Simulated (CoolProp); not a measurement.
Vapour-liquid equilibrium of R152A (1) + n-butane (2) at 686 kPa; x and y are mole fractions of (1).

Model: multi-fluid Helmholtz-energy mixture model, Outcalt 1996 and Bücker 2006; pair parameters Bell 2016, in CoolProp.

```tsv
x	bubble temperature (K)	y at the bubble point	dew temperature at overall composition x (K)	liquid density (mol/L)
0.05	327.0	0.212	334.0	9.311
0.2	312.5	0.504	327.5	9.908
0.35	306.9	0.614	320.4	10.39
0.5	304.1	0.679	312.7	10.91
0.65	302.5	0.737	305.2	11.52
0.8	301.7	0.812	301.8	12.25
0.95	302.2	0.937	302.4	13.12
```

y crosses x between x = 0.8 and 0.95: the model has an azeotrope there.

Pair parameters are fitted to limited data, so mixtures are less certain than the pure fluids.
